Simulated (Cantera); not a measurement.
Cantera with NASA thermochemical tables; ideal gases at 1 bar, condensed phases pure. Values are per mole of reaction as written; species without (g) are pure solids or liquids, kept so even where they would boil at 1 bar.

MgBr2 + 2 H(g) = 2 HBr(g) + Mg, with ΔH° = 15.3 kJ and ΔS° = 83.2 J/K at 300 K.

Task: How far is the shortcut ΔG° ≈ ΔH°(300 K) − T·ΔS°(300 K) from the full temperature-dependent value at 673, 773, 873, 973, 1073, 1173, 1273, 1373, 1473, 1573, 1673 K?

Result: 
| T (K) | shortcut (kJ) | full (kJ) | difference (kJ) | difference in log10 K | condensed phases |
|---|---|---|---|---|---|
| 673 | -40.6 | -34.9 | -5.8 | 0.45 | MgBr2(s), Mg(s) |
| 773 | -49.0 | -40.2 | -8.8 | 0.59 | MgBr2(s), Mg(s) |
| 873 | -57.3 | -45.0 | -12.2 | 0.73 | MgBr2(s), Mg(s) |
| 973 | -65.6 | -50.0 | -15.6 | 0.84 | MgBr2(s), Mg(l) |
| 1073 | -73.9 | -51.4 | -22.5 | 1.09 | MgBr2(l), Mg(l) |
| 1173 | -82.2 | -52.0 | -30.2 | 1.34 | MgBr2(l), Mg(l) |
| 1273 | -90.5 | -52.2 | -38.3 | 1.57 | MgBr2(l), Mg(l) |
| 1373 | -98.9 | -52.1 | -46.8 | 1.78 | MgBr2(l), Mg(l) |
| 1473 | -107.2 | -51.6 | -55.5 | 1.97 | MgBr2(l), Mg(l) |
| 1573 | -115.5 | -50.9 | -64.6 | 2.15 | MgBr2(l), Mg(l) |
| 1673 | -123.8 | -49.9 | -73.9 | 2.31 | MgBr2(l), Mg(l) |
The shortcut ignores heat capacities and the phase changes listed.
